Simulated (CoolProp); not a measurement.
Saturation properties of R1233zd(E) (Tc = 438.9 K, pc = 35.83 bar, ω = 0.304).

Values from CoolProp's reference Helmholtz-energy equation of state, Akasaka 2022.

```
T (K)  p (bar)  liquid density (kg/m³)  liquid cp (kJ/(kg K))  vapour Z
-----  -------  ----------------------  ---------------------  --------
305.7    1.693                    1244                  1.202    0.9401
317.9    2.508                    1214                  1.230    0.9207
330.2    3.605                    1181                  1.261    0.8975
342.4    5.021                    1147                  1.295    0.8703
354.6    6.822                    1111                  1.334    0.8387
366.8    9.071                    1071                  1.380    0.8022
379      11.84                    1029                  1.439    0.7600
391.3    15.22                   980.5                  1.519    0.7106
403.5    19.25                   925.4                  1.641    0.6529
```

It boils at 291.3 K under 1 atm.
